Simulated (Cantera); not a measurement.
Input: 1 mol SiH₂Cl₂, 70 mol N₂, held at 902 °C.

Method: chemical equilibrium by Gibbs-energy minimisation in Cantera with the NASA 1993 tables (ideal gas, pure condensed phases). Candidate condensed phases: NH₄Cl, Si, Si₃N₄; 28 gas species. N₂ is the only nitrogen source here; it is nearly inert below about 1500 K, so the nitride shown seldom forms there in practice. The tables' values for SiCl₃ are old estimates; treat these amounts as uncertain. Rates play no part.

x: gas mole fraction; n: condensed amount in mol.

| P (Pa) | x N₂ | x HCl | x H₂ | x SiCl₄ | x SiCl₂ | x SiCl₃ | x SiHCl₃ | n Si₃N₄(s) |
|---|---|---|---|---|---|---|---|---|
| 5 | 0.972 | 0.0227 | (withheld) | 0.000240 | 0.00184 | 0.000213 | 6.58e-7 | 0.279 |
| 26 | 0.973 | 0.0234 | 0.00231 | 0.000616 | 0.000746 | 0.000217 | 1.43e-6 | 0.296 |
| 140 | 0.973 | 0.0232 | 0.00240 | 0.000969 | 0.000230 | 0.000151 | 2.36e-6 | 0.301 |
| 710 | 0.973 | 0.0227 | (withheld) | 0.00123 | 6.70e-5 | 9.18e-5 | 3.40e-6 | 0.300 |
| 3700 | 0.973 | 0.0220 | (withheld) | 0.00146 | 1.84e-5 | 5.25e-5 | 4.72e-6 | 0.297 |
| 19000 | 0.974 | 0.0212 | (withheld) | 0.00168 | 5.07e-6 | 2.96e-5 | 6.42e-6 | 0.292 |
| 100000 | 0.974 | 0.0203 | (withheld) | 0.00192 | 1.36e-6 | 1.63e-5 | 8.66e-6 | 0.287 |

### Question
Fill in the missing entries.

### Answer

- 5, x H₂: 0.00264
- 710, x H₂: 0.00266
- 3700, x H₂: 0.00302
- 19000, x H₂: 0.00343
- 100000, x H₂: 0.00388
